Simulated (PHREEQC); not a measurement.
4.1 g of hydrous ferric oxide (600 m²/g; 0.2 weak and 0.005 strong sites per Fe, Dzombak-Morel constants, diffuse double layer) in 1 kg of water with 0.005 mol/kgw of an inert sodium salt, at 25 °C; the pH is set by adding NaOH or the inert anion's acid. Oxygen is held at 0.21 atm. No CO2 enters from the air. Precipitation was switched off in this run.

Base run: PHREEQC, ion-association model, wateq4f.dat. Each further column changes one thing. The table gives surface charge σ (C/m²).

```csv
pH,base,background salt from 0.005 to 0.0005 mol/kgw,0.0057 mol/kgw ZnSO4 added
3,0.321,0.297,0.040
3.75,0.234,0.185,0.039
4.88,0.107,0.061,0.034
5.62,0.056,0.025,0.027
6.38,0.026,0.010,0.021
7.12,0.011,0.004,0.021
8.25,-0.001,0.000,0.025
9,-0.009,-0.003,0.027
```

The oxide is taken as insoluble; below pH 4 it would dissolve. In at least one series the solution becomes supersaturated in solids that the run did not let form, among them Zincite(c), Zn4(OH)6SO4.
